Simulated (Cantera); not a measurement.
A Cantera script and what it prints.

```python
import numpy as np
import cantera as ct

gas_names = """
    H HO2 H2 H2O H2O2 O OH O2 O3 Pb PbO Pb2
""".split()
cond_names = """
    H2O(s) H2O(L) Pb(cr) Pb(L) PbO(rd) PbO(yw) PbO(L) PbO2(s) Pb3O4(s)
""".split()


def load(file, names, dense=False):
    # The tables refer to 1 bar. Condensed volumes are neglected.
    table = {s.name: s for s in ct.Species.list_from_file(file)}
    out = []
    for n in names:
        d = dict(table[n].input_data)
        d["thermo"] = dict(d["thermo"], **{"reference-pressure": 1e5})
        if dense:
            d["equation-of-state"] = {"model": "constant-volume", "density": "1e6 g/cm^3"}
        out.append(ct.Species.from_dict(d))
    return out


gas = ct.Solution(thermo="ideal-gas", species=load("nasa_gas.yaml", gas_names))
cond = {s.name: ct.Solution(thermo="fixed-stoichiometry", species=[s], name=s.name)
        for s in load("nasa_condensed.yaml", cond_names, dense=True)}
atoms = {
    'Pb': {'Pb': 1},
    'O2': {'O': 2},
    'H2': {'H': 2},
}
top_T = {'Pb3O4(s)': 820}  # K; cautious upper limits of use, not melting points


def equilibrate(T, P, feed):
    n = {}
    for name, mol in feed.items():
        for a, k in atoms[name].items():
            n[a] = n.get(a, 0.0) + k * mol
    gas.TPX = T, P, n
    mass = sum(n.values()) * gas.mean_molecular_weight
    gas.equilibrate("TP")
    valid = [c for c in cond.values() if c.min_temp <= T <= top_T.get(c.name, c.max_temp)]
    mix = ct.Mixture([(gas, mass / gas.mean_molecular_weight)] + [(c, 0.0) for c in valid])
    mix.T, mix.P = T, P
    mix.equilibrate("TP", solver="vcs", rtol=1e-11, max_steps=5000)
    return mix


results = []
feed = {'Pb': 1, 'O2': 0.26, 'H2': 7.1}  # mol
P = 47  # Pa
for T in [700, 800, 900, 1000, 1100, 1200, 1300, 1400, 1500, 1600]:
    mix = equilibrate(T, P, feed)
    results.append((T, P, feed, dict(zip(mix.species_names, mix.species_moles))))

top = {s: max(r[3][s] / sum(r[3][g] for g in gas_names) for r in results) for s in gas_names}
cols = sorted((s for s in top if top[s] > 0.001), key=lambda s: -top[s])[:9]
seen = [c for c in cond_names if any(r[3].get(c, 0) > 1e-12 for r in results)]
print("log10 of partial pressures in bar; condensed amounts in mol")
print(f"{'T/K':>10s}" + "".join(f"{s[:9]:>10s}" for s in cols + seen))
for T, P, feed, n in results:
    ng = sum(n[g] for g in gas_names)
    print(f"{T:10.4g}" + "".join(f"{np.log10(max(n[s] / ng * P / 1e5, 1e-99)):10.3f}" for s in cols)
          + "".join(f"{n.get(c, 0):10.4g}" for c in seen))
```

Result:

```
log10 of partial pressures in bar; condensed amounts in mol
       T/K        H2        Pb       H2O         H     Pb(L)
       700    -3.361    -8.953    -4.463   -15.278         1
       800    -3.361    -7.212    -4.463   -13.219    0.9991
       900    -3.362    -5.864    -4.464   -11.613    0.9793
      1000    -3.376    -4.791    -4.478   -10.332    0.7466
      1100    -3.418    -4.236    -4.520    -9.297         0
      1200    -3.418    -4.236    -4.520    -8.414         0
      1300    -3.418    -4.236    -4.520    -7.665         0
      1400    -3.418    -4.236    -4.520    -7.022         0
      1500    -3.419    -4.237    -4.521    -6.464         0
      1600    -3.419    -4.237    -4.521    -5.974         0
```

These are equilibrium values from Cantera (NASA tables, ideal gas, pure condensed phases), not measurements of a reactor.
